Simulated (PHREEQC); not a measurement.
Solution (25 °C): 0.046 mol H2SO4, 0.0042 mol CuSO4 and 0.012 mol MgSO4 per kg of water. Closed to the air; pH follows from the charge balance.

All values are PHREEQC results (ion-association model, wateq4f.dat), not measurements.

| Property | Result |
|---|---|
| pH | 1.35 |
| ionic strength | 0.103 mol/kgw |
| total alkalinity | -92.0 meq/kg |

```csv
species,molality,activity,log γ
H+,0.0542,0.0446,-0.084
HSO4-,0.0378,0.0293,-0.111
SO4-2,0.0183,0.00675,-0.433
Mg+2,0.00739,0.00298,-0.394
MgSO4,0.00461,0.00472,0.010
Cu+2,0.00274,0.00109,-0.401
CuSO4,0.00146,0.00150,0.010
```

This is a speciation only: nothing precipitates in the calculation. Species that the database lacks are ignored.
